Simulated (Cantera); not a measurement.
A perfectly stirred reactor is fed with 23.2 % H₂, 16.1 % O₂, 60.6 % N₂, equivalence ratio 0.72, at 390000 Pa; it is adiabatic with a 650 K inlet, and is followed from long to short residence time, starting on the burning branch (τ in s: 0.29, 0.12, 0.046, 0.018, 0.0071, 0.0028, 0.0011, 0.00043, 0.00017, 6.6e-05, 2.6e-05, 1e-05).

Cantera simulation using the H2/O2 subset of GRI-Mech 3.0, which has no nitrogen chemistry; the numbers are that mechanism's predictions, not measurements. The hydrogen kinetics of GRI-Mech 3.0 are dated; newer H2 mechanisms differ, most at raised pressure.

x: mole fraction; the columns are a selection and need not sum to one.

```tsv
τ (s)	T (K)	x H₂	x O₂	x O	x HO₂	x H	x H₂O₂	x OH
0.29	2321	0.00138	0.0497	0.000638	6.63e-6	0.000205	5.28e-7	0.00633
0.12	2321	0.00139	0.0497	0.000641	6.65e-6	0.000207	5.29e-7	0.00634
0.046	2320	0.00142	0.0497	0.000650	6.68e-6	0.000212	5.29e-7	0.00638
0.018	2319	0.00148	0.0497	0.000671	6.75e-6	0.000224	5.31e-7	0.00647
0.0071	2317	0.00163	0.0497	0.000724	6.94e-6	0.000255	5.35e-7	0.00670
0.0028	2311	0.00199	0.0497	0.000855	7.44e-6	0.000336	5.47e-7	0.00722
0.0011	2298	0.00281	0.0497	0.00116	(withheld)	0.000549	5.84e-7	0.00828
0.00043	2272	0.00446	0.0498	0.00181	(withheld)	0.00110	6.74e-7	0.0100
0.00017	2226	0.00733	0.0502	0.00299	(withheld)	0.00239	8.45e-7	0.0123
6.6e-5	2151	0.0119	0.0513	0.00495	(withheld)	0.00521	1.13e-6	0.0145
2.6e-5	2041	0.0180	0.0536	0.00761	(withheld)	0.0104	1.59e-6	0.0157
1.0e-5	1888	0.0264	0.0579	0.0105	(withheld)	0.0188	2.60e-6	0.0153
```

### Question
Some entries are withheld; supply them.

### Answer

- 0.0011, x HO₂: 8.71e-6
- 0.00043, x HO₂: 1.18e-5
- 0.00017, x HO₂: 1.82e-5
- 6.6e-5, x HO₂: 3.08e-5
- 2.6e-5, x HO₂: 5.20e-5
- 1.0e-5, x HO₂: 8.57e-5
